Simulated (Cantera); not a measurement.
Charge: 1 mol Si2H6, 0.06 mol HCl, 20 mol N2.

Cantera equilibrium calculation (NASA polynomials, part measured and part estimated; ideal gas, pure solids and liquids). Candidate condensed phases: NH4Cl, Si, Si3N4; 28 gas species. The feed counts by its element totals alone. N2 is the only nitrogen source here; it is nearly inert below about 1500 K, so the nitride shown seldom forms there in practice. The tables' values for SiCl3 are old estimates. Kinetics and transport are ignored.

Stable condensed phases, one row left out:

```
T in K \ P in Pa
            100    260    670   1700   4500  12000  30000  77000 200000
   1773       A      A      B      B      B      B      B      B      B
   1573       B      B      B      B      B      B      B      B      B
   1473       B      B      B      B      B      B      B      B      B
   1373       B      B      B      B      B      B      B      B      B
   1273       B      B      B      B      B      B      B      B      B
   1173       B      B      B      B      B      B      B      B      B
   1073       B      B      B      B      B      B      B      B      B
    973       B      B      B      B      B      B      B      B      B
    873       B      B      B      B      B      B      B      B      B
```

A: Si; B: Si3N4.

Q: Give the row for 1673 K.

A: 100: Si; 260: Si3N4; 670: Si3N4; 1700: Si3N4; 4500: Si3N4; 12000: Si3N4; 30000: Si3N4; 77000: Si3N4; 200000: Si3N4.
